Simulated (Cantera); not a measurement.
An isothermal, constant-pressure homogeneous reactor starts with H2 : O2 : N2 = 0.4 : 1 : 0.15 (molar parts), at 1423 K and 0.00918 atm.

Model: the H2/O2 subset of GRI-Mech 3.0, which has no nitrogen chemistry, integrated in Cantera. Radical loss at walls, strong at low pressure, is not modelled. The temperature is held fixed by assumption; the heat of reaction is taken as removed at once.

One state of this run: x H2 = 0.0172; x O2 = 0.495; x O = 0.0950; x OH = 0.0208; x HO2 = 3.41e-6; x H = 0.0873. x: mole fraction; the columns are a selection and need not sum to one.

Problem. Which value of t (s) does it belong to?
(A) 0.837
(B) 0.379
(C) 4.09
(D) 0.00147

Solution. D, 0.00147
